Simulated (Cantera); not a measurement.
## Adiabatic ignition

An adiabatic, constant-pressure homogeneous reactor starts with H₂ : O₂ : N₂ = 1 : 0.417 : 3.83 (molar parts), at 1798 K and 0.760 atm.

Model: the H2/O2 subset of GRI-Mech 3.0, which has no nitrogen chemistry, integrated in Cantera.

| t (s) | T (K) | x H₂ | x O₂ | x OH | x H₂O | x O | x HO₂ |
|---|---|---|---|---|---|---|---|
| 2.00e-6 | 1798 | 0.191 | 0.0795 | 9.01e-7 | 4.06e-6 | 7.48e-7 | 2.81e-6 |
| 5.70e-6 | 1798 | 0.190 | 0.0793 | 2.82e-5 | 0.000208 | 2.36e-5 | 7.61e-6 |
| 1.62e-5 | 1868 | 0.0509 | 0.0178 | 0.0125 | 0.0958 | 0.0154 | 4.58e-6 |
| 4.62e-5 | 2031 | 0.0482 | 0.0132 | 0.0146 | 0.106 | 0.0138 | 3.02e-6 |
| 0.000132 | 2264 | 0.0487 | 0.00985 | 0.0159 | 0.119 | 0.00956 | 1.97e-6 |
| 0.000375 | 2505 | 0.0459 | 0.00609 | 0.0147 | 0.136 | 0.00500 | 1.38e-6 |
| 0.00107 | 2656 | 0.0422 | 0.00351 | 0.0118 | 0.148 | 0.00246 | 1.13e-6 |
| 0.00304 | 2679 | 0.0415 | 0.00309 | 0.0112 | 0.150 | 0.00211 | 1.07e-6 |
| 0.00866 | 2680 | 0.0415 | 0.00309 | 0.0111 | 0.150 | 0.00211 | 1.07e-6 |
| 0.0247 | 2680 | 0.0415 | 0.00309 | 0.0111 | 0.150 | 0.00211 | 1.07e-6 |
| 0.0702 | 2680 | 0.0415 | 0.00309 | 0.0111 | 0.150 | 0.00211 | 1.07e-6 |
| 0.200 | 2680 | 0.0415 | 0.00309 | 0.0111 | 0.150 | 0.00211 | 1.07e-6 |
x: mole fraction; the columns are a selection and need not sum to one.

| Quantity | Value |
|---|---|
| time of steepest temperature rise | 13.0 µs |
| temperature at 0.200 s | 2680 K |
| equilibrium temperature | 2680 K |
| x(H₂) at 0.200 s | 0.0415 (gas-phase equilibrium 0.0415) |
| x(O₂) at 0.200 s | 0.00309 (gas-phase equilibrium 0.00309) |
| x(OH) at 0.200 s | 0.0111 (gas-phase equilibrium 0.0111) |
